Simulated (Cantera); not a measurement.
An isothermal, constant-pressure homogeneous reactor starts with C2H6 : N2 = 1 : 3.6 (molar parts), at 1225 K and 13300 Pa. Integrator tolerance rtol = 1e-08.

Computed with Cantera and GRI-Mech 3.0 (53 species, 325 reactions). GRI-Mech 3.0 stops at C3 and has no aromatics, soot or wall deposition, so with more carbon than oxygen in the feed, carbon stays in small species such as C2H2 where larger ones or solid carbon would form.

Task: What does this change do: temperature 1225 to 1125 K?

Result: 
```
quantity                                             before                                     after
-----------------  ----------------------------------------  ----------------------------------------
x(C2H6) at 2.00 s  0.000192 (gas-phase equilibrium 3.99e-5)  0.00141 (gas-phase equilibrium 0.000126)
x(CH4) at 2.00 s      0.0343 (gas-phase equilibrium 0.0906)      0.0234 (gas-phase equilibrium 0.159)
x(CH3) at 2.00 s    4.91e-6 (gas-phase equilibrium 3.48e-6)   1.73e-6 (gas-phase equilibrium 1.17e-6)
x(HCN) at 2.00 s    8.99e-11 (gas-phase equilibrium 0.0737)   1.78e-12 (gas-phase equilibrium 0.0545)
x(C2H4) at 2.00 s     0.0621 (gas-phase equilibrium 0.0143)      0.137 (gas-phase equilibrium 0.0252)
x(H2) at 2.00 s         0.218 (gas-phase equilibrium 0.185)      0.178 (gas-phase equilibrium 0.0948)
x(C2H2) at 2.00 s     0.0868 (gas-phase equilibrium 0.0709)     0.0262 (gas-phase equilibrium 0.0474)
```
